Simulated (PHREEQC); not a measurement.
Dissolve 0.13 mol HBr and 0.00031 mol MgCl2 per kg of water at 55 °C. Closed to the air; pH follows from the charge balance.

Equilibrium calculation in PHREEQC: ion-association model, wateq4f.dat.

Problem. The ionic strength comes out as 0.131 mol/kgw. What activity coefficients do Mg+2, Br-, Cl-, H+ get?

Solution. Mg+2 0.36, Br- 0.76, Cl- 0.73, H+ 0.81.

No solid was allowed to form. At this temperature some constants are extrapolated from 25 °C, and those without enthalpy data are left unchanged.
